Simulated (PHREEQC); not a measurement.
0.76 g of hydrous ferric oxide (600 m²/g; 0.2 weak and 0.005 strong sites per Fe, Dzombak-Morel constants, diffuse double layer) in 1 kg of water with 0.01 mol/kgw of an inert sodium salt and 0.00015 mol/kgw ZnCl2 and 0.00088 mol/kgw NaF, at 25 °C; the pH is set by adding NaOH or the inert anion's acid. Oxygen alone is held at its pressure in air (log pO2 = -0.68). No CO2 enters from the air. No solid was allowed to form.

The series has 17 steps of pH, from 4 to 10.

The numbers come from PHREEQC with the ion-association model, wateq4f.dat.

Near which pH is half of the Zn sorbed, and on which side is more sorbed?

Near pH 6.3, with more sorbed at higher pH.

Near which pH is half of the F sorbed, and on which side is more sorbed?

Near pH 6.1, with more sorbed at lower pH.
